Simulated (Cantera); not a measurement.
Thermodynamics of silicon epitaxy and polysilicon growth, feed SiHCl3 + H2

Feed: 1 mol SiHCl3, a varied amount of H2, equilibrated at 1200 K and 130000 Pa.

Cantera equilibrium calculation (NASA polynomials, part measured and part estimated; ideal gas, pure solids and liquids). Candidate condensed phases: Si; 19 gas species. The tables' values for SiCl3 are old estimates; treat these amounts as uncertain. Kinetics and transport are ignored.

| n(H2) (mol) | x H2 | x SiCl4 | x HCl | x SiHCl3 | x SiCl3 | x SiCl2 | x SiH2Cl2 | n Si(s) |
|---|---|---|---|---|---|---|---|---|
| 6.3 | 0.860 | 0.0562 | 0.0372 | 0.0354 | 0.00493 | 0.00379 | 0.00291 | 0.218 |
| 9.1 | 0.892 | 0.0380 | 0.0343 | 0.0268 | 0.00367 | 0.00312 | 0.00248 | 0.230 |
| 13 | 0.916 | 0.0252 | 0.0314 | 0.0200 | 0.00270 | 0.00254 | 0.00208 | 0.247 |
| 19 | 0.936 | 0.0158 | 0.0282 | 0.0143 | 0.00191 | 0.00201 | 0.00168 | 0.273 |
| 27 | 0.950 | 0.00997 | 0.0254 | 0.0102 | 0.00135 | 0.00160 | 0.00136 | 0.305 |
| 38 | 0.961 | 0.00616 | 0.0226 | 0.00712 | 0.000939 | 0.00125 | 0.00108 | 0.346 |
| 55 | 0.970 | 0.00349 | 0.0197 | 0.00468 | 0.000614 | 0.000945 | 0.000820 | 0.402 |
| 79 | 0.976 | 0.00189 | 0.0170 | 0.00297 | 0.000388 | 0.000696 | 0.000608 | 0.470 |
| 110 | 0.981 | 0.00102 | 0.0146 | 0.00186 | 0.000243 | 0.000510 | 0.000447 | 0.541 |
| 160 | 0.986 | 0.000456 | 0.0119 | 0.00102 | 0.000133 | 0.000342 | 0.000301 | 0.631 |
| 230 | 0.989 | 0.000187 | 0.00957 | 0.000525 | 6.82e-5 | 0.000219 | 0.000193 | 0.719 |
x: gas mole fraction; n: condensed amount in mol.

From 6.3 mol H2 to 230 mol H2 the condensed part is Si(s). The main Si-bearing gas is SiCl4 at 6.3 mol H2 and SiHCl3 at 230 mol H2. The share of Si in condensed phases is highest at 230 mol H2 (71.9 %) and lowest at 6.3 mol H2 (21.8 %).
